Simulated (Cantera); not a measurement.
A closed system holds: 1 mol NH3, 0.094 mol H2, a varied amount of O2, at 1900 K and 13.0 Pa.

Cantera equilibrium calculation (NASA polynomials, part measured and part estimated; ideal gas, pure solids and liquids). Candidate condensed phases: H2O; 24 gas species. Rates play no part.

Q: At 1.7 mol O2, list the 7 most abundant gas species with their mole fractions, and the condensed phases.

A: H2O 0.491, O2 0.286, N2 0.161, OH 0.0274, O 0.0140, H2 0.0105, H 0.00713. Condensed: gas only.
